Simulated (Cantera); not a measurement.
An isothermal, constant-pressure homogeneous reactor starts with CH4 : N2 = 1 : 2.5 (molar parts), at 1500 K and 100.0 Torr.

Detailed kinetics in Cantera: GRI-Mech 3.0 (53 species, 325 reactions). GRI-Mech 3.0 stops at C3 and has no aromatics, soot or wall deposition, so with more carbon than oxygen in the feed, carbon stays in small species such as C2H2 where larger ones or solid carbon would form.

Question: Predict: x(CH4) at 100 s; x(HCN) at 100 s; x(C2H4) at 100 s; x(C2H) at 100 s; x(C2H2) at 100 s; x(H) at 100 s.

Answer: 
```json
{
 "x(CH4) at 100 s": "0.00686 (gas-phase equilibrium 0.00531)",
 "x(HCN) at 100 s": "7.34e-8 (gas-phase equilibrium 0.0894)",
 "x(C2H4) at 100 s": "0.00131 (gas-phase equilibrium 0.000781)",
 "x(C2H) at 100 s": "1.72e-8 (gas-phase equilibrium 1.02e-8)",
 "x(C2H2) at 100 s": "0.107 (gas-phase equilibrium 0.0636)",
 "x(H) at 100 s": "2.76e-5 (gas-phase equilibrium 2.77e-5)"
}
```
